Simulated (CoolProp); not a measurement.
Vapour-liquid equilibrium of R125 (1) + R134a (2) at 272.4 K; x and y are mole fractions of (1).

Computed with CoolProp (multi-fluid Helmholtz-energy mixture model, Lemmon 2005 and Tillner-Roth 1994; pair parameters Lemmon 2004).

```tsv
x	bubble pressure (MPa)	y at the bubble point	dew pressure at overall composition x (MPa)	liquid density (mol/L)
0.05	0.3043	0.105	0.2939	…
0.2	0.3614	0.351	0.3243	…
0.35	0.4172	0.532	0.3612	12.12
0.5	0.4720	0.672	0.4064	11.86
0.65	0.5265	0.788	0.4625	11.61
0.8	0.5810	0.886	0.5328	11.36
0.95	0.6362	0.973	0.6209	…
```

Q: Some entries are withheld; supply them.

A: 
- 0.05, liquid density (mol/L): 12.63
- 0.2, liquid density (mol/L): 12.37
- 0.95, liquid density (mol/L): 11.11

No azeotrope shows between x = 0.05 and 0.95.

The pair parameters rest on a limited set of measurements; away from them the model extrapolates.
